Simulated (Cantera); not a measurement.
A closed system holds: 1 mol TiC, 1.8 mol H2, held at 4.40e-5 bar.

Method: chemical equilibrium by Gibbs-energy minimisation in Cantera with the NASA 1993 tables (ideal gas, pure condensed phases). Candidate condensed phases: C, C6H6, C7H8, C8H18, Ti, TiC; 77 gas species. TiC: taken at fixed stoichiometry. The numbers say what is thermodynamically allowed, not how fast it happens.

Q: At 2248 K, list the 5 most abundant gas species with their mole fractions, and the condensed phases.

A: H 0.652, H2 0.346, Ti 0.00164, C2H2 (acetylene) 0.000644, C 6.00e-5. Condensed: TiC(s).
